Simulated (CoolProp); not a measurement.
Vapour-liquid equilibrium of ethanol (1) + n-nonane (2) at 0.124 MPa; x and y are mole fractions of (1).

Model: multi-fluid Helmholtz-energy mixture model, Schroeder 2014 and Lemmon 2006; pair parameters Bell 2016, in CoolProp.

```
x     bubble temperature (K)  y at the bubble point  dew temperature at overall composition x (K)  liquid density (mol/L)
----  ----------------------  ---------------------  --------------------------------------------  ----------------------
0.05                   394.1                  0.657                                         429.6                   5.125
0.15                   369.3                  0.861                                         425.2                   5.697
0.25                     [?]                  0.899                                         420.5                   6.225
0.35                   359.7                  0.911                                         415.2                   6.806
0.45                   359.0                  0.914                                         409.4                   7.484
0.55                   358.9                  0.915                                         402.7                     [?]
0.65                   358.8                  0.916                                         394.7                   9.319
0.75                   358.5                  0.920                                           [?]                     [?]
0.85                   357.9                  0.932                                         371.2                   12.27
0.95                   357.1                  0.967                                         357.4                   14.48
```

### Question
Complete the blanks.

### Answer

- 0.25, bubble temperature (K): 362.1
- 0.55, liquid density (mol/L): 8.304
- 0.75, dew temperature at overall composition x (K): 384.8
- 0.75, liquid density (mol/L): 10.61

No azeotrope shows between x = 0.05 and 0.95.

The pair parameters rest on a limited set of measurements; away from them the model extrapolates. With so large a gap from Raoult's law the liquid may split in two, which this calculation doesn't test in full.
